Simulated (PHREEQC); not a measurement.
**Reverse-osmosis permeate (model solution)**

Model water analysis in mg/kgw, 25 °C, pH 6.06, pe 9.1: Na 10.8; K 0.0604; Ca 2.15; Mg 2.29; Cl 5.64; S(6) as SO4 10; Alkalinity as HCO3 23.2; Si as SiO2 0.0628.

Cl is adjusted to close the charge balance.
Valence states are taken as typed.

Equilibrium calculation in PHREEQC: ion-association model, phreeqc.dat.

Each row changes one thing in this solution. Precipitation was switched off in this run.

| case | CO2 (mol/kgw) | CO3-2 (mol/kgw) | HSO4- (mol/kgw) | MgOH+ (mol/kgw) | H3SiO4- (mol/kgw) | SI of Quartz (SiO2) |
|---|---|---|---|---|---|---|
| as made | 0.000719 | 2.28e-8 | 7.73e-9 | 3.46e-10 | 1.83e-10 | -2.00 |
| pH from 6.06 to 6.56 at the same alkalinity | 0.000227 | 7.19e-8 | 2.45e-9 | 1.09e-9 | 5.80e-10 | -2.00 |
| pH from 6.06 to 5.56 at the same alkalinity | 0.00229 | 7.24e-9 | 2.44e-8 | 1.09e-10 | 5.80e-11 | -2.00 |
| temperature from 25 to 60 °C at the same typed pH | 0.000622 | 3.51e-8 | 1.77e-8 | 5.69e-9 | 4.91e-10 | -2.46 |

Away from 25 °C the constants follow the database's enthalpies or fits; those with neither stay at their 25 °C values.
